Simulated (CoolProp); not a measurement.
cis-2-butene along the isotherm 251.25 °C: density (kg/m³) from the reference equation and from simpler models built on Tc = 162.6 °C, pc = 4236 kPa, ω = 0.202; each cubic takes its own stable root.

The numbers come from the reference Helmholtz-energy equation of state, Lemmon 2005 in CoolProp. It is a short technical equation, of lower accuracy than the large ones.

```tsv
p (kPa)	phase	reference	ideal gas	Redlich-Kwong	Soave-Redlich-Kwong	Peng-Robinson
706	gas	9.383	9.085	9.397	9.368	9.417
1410	gas	19.39	18.14	19.45	19.32	19.52
2120	gas	30.24	27.28	30.39	30.05	30.54
2820	gas	41.79	36.29	42.10	41.39	42.30
3530	gas	54.51	45.42	55.05	53.77	55.25
4240	supercritical	68.38	54.56	69.29	67.14	69.36
4940	supercritical	83.34	63.57	84.79	81.36	84.49
5650	supercritical	99.95	72.70	102.2	96.91	101.1
6350	supercritical	117.8	81.71	121.0	113.3	118.8
7060	supercritical	137.5	90.85	141.7	130.9	137.8
7770	supercritical	158.5	99.99	163.4	149.2	157.6
8470	supercritical	180.2	109.0	184.9	167.4	177.3
9180	supercritical	202.3	118.1	205.6	185.5	197.0
9880	supercritical	223.5	127.1	224.3	202.6	215.7
10600	supercritical	243.9	136.4	241.6	219.0	233.8
```
